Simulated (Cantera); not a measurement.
Mixture: CO : H2 : CH4 : O2 : N2 = 1 : 0.033 : 0.26 : 1.96 : 7.35 (molar parts), equivalence ratio 0.53, at 1.00 bar, adiabatic and at constant volume. Ignition delay is the time to a rise of 400 K.

Detailed kinetics in Cantera: GRI-Mech 3.0 (53 species, 325 reactions).

Q: What does this change do: pressure from 1.00 bar to 15.0 bar?

A: 
| quantity | before | after |
|---|---|---|
| delay at 1150 K | 5.36 ms | 1.52 ms |
| delay at 1250 K | 2.07 ms | 0.405 ms |
| delay at 1350 K | 0.891 ms | 0.144 ms |
| delay at 1450 K | 0.441 ms | 60.7 µs |
| delay at 1550 K | 0.244 ms | 29.0 µs |
| delay at 1650 K | 0.145 ms | 15.2 µs |
| apparent activation energy between 1450 and 1650 K | 110 kJ/mol | 140 kJ/mol |
The pressure lies above the range GRI-Mech 3.0 was tuned for (to about 10 atm).

Q: What does this change do: N2 7.35 to 13 parts?

A: 
| quantity | before | after |
|---|---|---|
| delay at 1150 K | 5.36 ms | 8.35 ms |
| delay at 1250 K | 2.07 ms | 3.21 ms |
| delay at 1350 K | 0.891 ms | 1.38 ms |
| delay at 1450 K | 0.441 ms | 0.694 ms |
| delay at 1550 K | 0.244 ms | 0.399 ms |
| delay at 1650 K | 0.145 ms | 0.257 ms |
| apparent activation energy between 1450 and 1650 K | 110 kJ/mol | 99 kJ/mol |
